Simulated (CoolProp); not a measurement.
Vapour-liquid equilibrium of CH2F2 (R32) (1) + propane (2) at 8.78 bar; x and y are mole fractions of (1).

Computed with CoolProp (multi-fluid Helmholtz-energy mixture model, Tillner-Roth 1997 and Lemmon 2009; pair parameters Bell 2016).

| x | bubble temperature, mixture model (°C) | bubble temperature, Raoult's law (°C) | y, mixture model | y, Raoult's law |
|---|---|---|---|---|
| 0.05 | (withheld) | 20.4 | (withheld) | 0.085 |
| 0.15 | 1.1 | 17.8 | 0.462 | 0.237 |
| 0.25 | -3.2 | 15.4 | 0.549 | 0.369 |
| 0.35 | -5.0 | 13.2 | 0.589 | 0.485 |
| 0.45 | (withheld) | 11.2 | (withheld) | 0.588 |
| 0.55 | -6.0 | 9.3 | 0.627 | 0.680 |
| 0.65 | -6.1 | 7.6 | 0.644 | 0.763 |
| 0.75 | -5.9 | 6.0 | 0.672 | 0.838 |
| 0.85 | -4.8 | 4.5 | (withheld) | 0.907 |
| 0.95 | (withheld) | 3.1 | (withheld) | 0.970 |

### Question
Fill in the missing entries.

### Answer

- 0.05, bubble temperature, mixture model (°C): 11.8
- 0.05, y, mixture model: 0.238
- 0.45, bubble temperature, mixture model (°C): -5.7
- 0.45, y, mixture model: 0.611
- 0.85, y, mixture model: 0.729
- 0.95, bubble temperature, mixture model (°C): -1.3
- 0.95, y, mixture model: 0.865

The largest gap from Raoult's law is -18.6 K in bubble temperature, at x = 0.25. y crosses x between x = 0.55 and 0.65: the model has an azeotrope there.

Pair parameters are fitted to limited data, so mixtures are less certain than the pure fluids. With so large a gap from Raoult's law the liquid may split in two, which this calculation doesn't test in full.
